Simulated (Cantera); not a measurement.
Input: 1 mol Al(CH₃)₃, 2.7 mol N₂O, 630 mol N₂, held at 400 °C and 13.3 mbar.

Cantera equilibrium calculation (NASA polynomials, part measured and part estimated; ideal gas, pure solids and liquids). The feed counts by its element totals alone. Equilibrium is a limit: real reactors are often held back by kinetics, nucleation or transport.

```
species             before     after
----------------  --------  --------
N₂                   0.991     0.986
H₂                 0.00691   0.00614
CO                 0.00123   0.00421
Al                   <1e-9   0.00156
H                    <1e-9   0.00129
HCN                  <1e-9  0.000438
CO₂               0.000265     <1e-9
H₂O               0.000122     <1e-9
HNC                  <1e-9   2.59e-5
Al₂O₃(s), mol        0.500         0
C(graphite), mol      2.04         0
```
Gas species are given as mole fractions.

**Question.** What was changed between the two runs?
(A) temperature from 400 °C to 1950 °C
(B) temperature from 400 °C to 1750 °C
(C) temperature from 400 °C to 800 °C
(D) N₂O from 2.7 to 33 mol

**Answer.** B, temperature from 400 °C to 1750 °C
